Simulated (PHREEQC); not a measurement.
Dissolve 5.5 mmol/kgw CuCl2 at 45 °C. Closed to the air; pH follows from the charge balance.

Model: ion-association model, wateq4f.dat, run in PHREEQC.

This is a speciation only: nothing precipitates in the calculation.

Task: Estimate the pH.

Result: pH 4.67.

Task: In which forms is Cl present?

Result: Cl- 98 %, CuCl+ 2.1 % of the Cl.

The solution is supersaturated, for example in Atacamite, so a real one may precipitate; this is no full list. Complexes and solids missing from the database can't appear. Away from 25 °C the constants follow the database's enthalpies or fits; those with neither stay at their 25 °C values.
